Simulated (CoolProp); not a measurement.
Vapour pressure (kPa) of CH2F2 (R32): the reference equation beside estimates from Tc = 351.3 K, pc = 5783 kPa, ω = 0.277. Clausius-Clapeyron is anchored at 222.1 K with a constant enthalpy of vaporisation of 19.83 kJ/mol.

The numbers come from the reference Helmholtz-energy equation of state, Tillner-Roth 1997 in CoolProp.

```json
[
 {"T (K)": "208.2", "reference": "48.94", "Lee-Kesler": "46.37", "Clausius-Clapeyron": "51.00", "van der Waals": "468.0", "Soave-Redlich-Kwong": "46.84"},
 {"T (K)": "215.2", "reference": "72.71", "Lee-Kesler": "69.85", "Clausius-Clapeyron": "74.04", "van der Waals": "566.1", "Soave-Redlich-Kwong": "70.33"},
 {"T (K)": "222.1", "reference": "104.5", "Lee-Kesler": "101.6", "Clausius-Clapeyron": "104.5", "van der Waals": "675.5", "Soave-Redlich-Kwong": "102.0"},
 {"T (K)": "229.1", "reference": "147.1", "Lee-Kesler": "144.5", "Clausius-Clapeyron": "145.0", "van der Waals": "800.2", "Soave-Redlich-Kwong": "144.8"},
 {"T (K)": "236.1", "reference": "202.4", "Lee-Kesler": "200.6", "Clausius-Clapeyron": "197.5", "van der Waals": "939.3", "Soave-Redlich-Kwong": "200.6"},
 {"T (K)": "243.1", "reference": "272.9", "Lee-Kesler": "272.3", "Clausius-Clapeyron": "264.2", "van der Waals": "1094", "Soave-Redlich-Kwong": "272.1"},
 {"T (K)": "250.1", "reference": "361.1", "Lee-Kesler": "362.3", "Clausius-Clapeyron": "347.7", "van der Waals": "1264", "Soave-Redlich-Kwong": "362.0"},
 {"T (K)": "257.1", "reference": "469.8", "Lee-Kesler": "473.4", "Clausius-Clapeyron": "450.7", "van der Waals": "1450", "Soave-Redlich-Kwong": "473.2"},
 {"T (K)": "264", "reference": "600.0", "Lee-Kesler": "606.4", "Clausius-Clapeyron": "574.4", "van der Waals": "1650", "Soave-Redlich-Kwong": "606.8"},
 {"T (K)": "271", "reference": "758.6", "Lee-Kesler": "768.1", "Clausius-Clapeyron": "725.4", "van der Waals": "1871", "Soave-Redlich-Kwong": "769.6"}
]
```

Absolute difference from the reference over all 10 rows, mean and median: Lee-Kesler 1.8 and 1.2 %, Clausius-Clapeyron 2.9 and 3.4 %, van der Waals 397.1 and 332.5 %, Soave-Redlich-Kwong 1.6 and 1.3 %.
